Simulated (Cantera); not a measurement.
Catalytic stagnation flow on Pt

A jet of 1.62 % H2, 7.05 % O2, 91.3 % N2 at 300 K and 0.178 atm hits a platinum plate 5.6 cm away at a mass flux of 0.11 kg/m²/s; the plate temperature is set and raised in steps from an oxygen-covered start.

Computed with Cantera and Deutschmann's 1995 Pt surface mechanism with GRI-Mech 3.0 gas chemistry. Catalytic surfaces can have several steady states; this one follows from the mechanism file's or the stated starting coverage.

| plate T (K) | wall x H2 | wall x O2 | wall x H2O | wall x OH | θ free Pt | θ O* | θ OH* |
|---|---|---|---|---|---|---|---|
| 500 | 0.00137 | 0.0545 | 0.0293 | <1e-8 | 0.0369 | 0.946 | 0.0175 |
| 550 | 0.00136 | 0.0546 | 0.0291 | <1e-8 | 0.0389 | 0.951 | 0.00999 |
| 600 | 0.00136 | 0.0546 | 0.0288 | <1e-8 | 0.0409 | 0.953 | 0.00622 |
| 650 | 0.00134 | 0.0546 | 0.0287 | <1e-8 | 0.0433 | 0.953 | 0.00416 |
| 700 | 0.00125 | 0.0546 | 0.0287 | <1e-8 | 0.0485 | 0.948 | 0.00305 |
| 750 | 0.00100 | 0.0544 | 0.0290 | <1e-8 | 0.0641 | 0.933 | 0.00252 |
x: mole fraction at the wall; θ: surface coverage.
